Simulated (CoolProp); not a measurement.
Model: reference Helmholtz-energy equation of state, Schmidt 1985, in CoolProp.

For oxygen, give the phase and the cp (kJ/(kg K)), speed of sound (m/s), Joule-Thomson coefficient (K/MPa), isothermal compressibility (1/MPa) at -147.85 °C and 63.1 bar; -147.85 °C and 378 bar.


- -147.85 °C and 63.1 bar: liquid; cp 1.87, speed of sound 650, Joule-Thomson coefficient -0.0981, isothermal compressibility 0.00544
- -147.85 °C and 378 bar: liquid; cp 1.58, speed of sound 861, Joule-Thomson coefficient -0.321, isothermal compressibility 0.00223
